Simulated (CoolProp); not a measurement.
Vapour-liquid equilibrium of R134a (1) + R236FA (2) at 299.2 K; x and y are mole fractions of (1).

Computed with CoolProp (multi-fluid Helmholtz-energy mixture model, Tillner-Roth 1994 and Pan 2012; pair parameters Bell 2016).

Give the bubble pressure and the first vapour's composition at x = 0.25, 0.55, 0.85. Is there an azeotrope?

x = 0.25: 375.6 kPa, y = 0.417; x = 0.55: 494.0 kPa, y = 0.723; x = 0.85: 620.3 kPa, y = 0.924. No azeotrope shows between x = 0.05 and 0.95.

Pair parameters are fitted to limited data, so mixtures are less certain than the pure fluids.
